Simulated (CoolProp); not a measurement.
Vapour-liquid equilibrium of CHF3 (R23) (1) + R134a (2) at 0.28 MPa; x and y are mole fractions of (1).

Values from CoolProp's multi-fluid Helmholtz-energy mixture model, Penoncello 2003 and Tillner-Roth 1994; pair parameters Bell 2016.

```
x     bubble temperature, mixture model (K)  bubble temperature, Raoult's law (K)  y, mixture model  y, Raoult's law
----  -------------------------------------  ------------------------------------  ----------------  ---------------
0.05                                    ___                                 262.7               ___            0.332
0.15                                  251.8                                 249.3             0.596            0.661
0.25                                    ___                                 240.0             0.762            0.806
0.35                                  235.2                                 233.1             0.853            0.881
0.45                                    ___                                 227.8             0.907            0.925
0.55                                    ___                                 223.4               ___            0.952
0.65                                    ___                                 219.9             0.963            0.970
0.75                                  217.4                                 216.8             0.978            0.982
0.85                                  214.5                                 214.2               ___            0.991
0.95                                  211.9                                 211.8             0.997            0.997
```

Task: Some entries are withheld; supply them.

Result: 
- 0.05, bubble temperature, mixture model (K): 264.3
- 0.05, y, mixture model: 0.271
- 0.25, bubble temperature, mixture model (K): 242.5
- 0.45, bubble temperature, mixture model (K): 229.5
- 0.55, bubble temperature, mixture model (K): 224.8
- 0.55, y, mixture model: 0.941
- 0.65, bubble temperature, mixture model (K): 220.8
- 0.85, y, mixture model: 0.989

The largest gap from Raoult's law is +2.5 K in bubble temperature, at x = 0.25. No azeotrope shows between x = 0.05 and 0.95.

Pair parameters are fitted to limited data, so mixtures are less certain than the pure fluids.
